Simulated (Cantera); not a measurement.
A perfectly stirred reactor is fed with CH4 : C2H6 : C3H8 : O2 : N2 = 1 : 0.031 : 0.25 : 2.8 : 10.5 (molar parts), equivalence ratio 1.2, at 5.10 bar; it is adiabatic with a 398 K inlet, and is followed from long to short residence time, starting on the burning branch (τ in s: 0.027, 0.012, 0.0051, 0.0022, 0.00095, 0.00041, 0.00018, 7.7e-05, 3.3e-05, 1.4e-05).

Detailed kinetics in Cantera: GRI-Mech 3.0 (53 species, 325 reactions). GRI-Mech 3.0 was tuned for natural gas; its chemistry of propane as a main component is partial and can be far from experiment.

### Question
Predict: blow-out, bracketed by the residence times tried; x(CH4) at τ = 27.0 ms; x(C2H6) at τ = 27.0 ms; x(C3H8) at τ = 27.0 ms; x(OH) at τ = 27.0 ms; x(H2O2) at τ = 27.0 ms; x(CH4) at τ = 0.410 ms; x(C2H6) at τ = 0.410 ms; x(C3H8) at τ = 0.410 ms; x(OH) at τ = 0.410 ms; x(H2O2) at τ = 0.410 ms.

### Answer
| Property | Value |
|---|---|
| blow-out, bracketed by the residence times tried | burning at 77.0 µs, out at 33.0 µs |
| x(CH4) at τ = 27.0 ms | 2.16e-5 |
| x(C2H6) at τ = 27.0 ms | 1.58e-8 |
| x(C3H8) at τ = 27.0 ms | 1.05e-7 |
| x(OH) at τ = 27.0 ms | 0.000883 |
| x(H2O2) at τ = 27.0 ms | 2.23e-8 |
| x(CH4) at τ = 0.410 ms | 0.000149 |
| x(C2H6) at τ = 0.410 ms | 6.12e-7 |
| x(C3H8) at τ = 0.410 ms | 3.32e-6 |
| x(OH) at τ = 0.410 ms | 0.00287 |
| x(H2O2) at τ = 0.410 ms | 2.16e-7 |
